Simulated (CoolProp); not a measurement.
Vapour-liquid equilibrium of CHF3 (R23) (1) + propylene (2) at 9.42 bar; x and y are mole fractions of (1).

The numbers come from the multi-fluid Helmholtz-energy mixture model, Penoncello 2003 and Lemmon 2013; pair parameters Bell 2016 in CoolProp.

Problem. Give the bubble temperature and the first vapour's composition at x = 0.2, 0.275, 0.425. Is there an azeotrope?

Solution. x = 0.2: 260.8 K, y = 0.603; x = 0.275: 255.7 K, y = 0.681; x = 0.425: 249.7 K, y = 0.767. No azeotrope shows between x = 0.05 and 0.95.

The pair parameters rest on a limited set of measurements; away from them the model extrapolates.
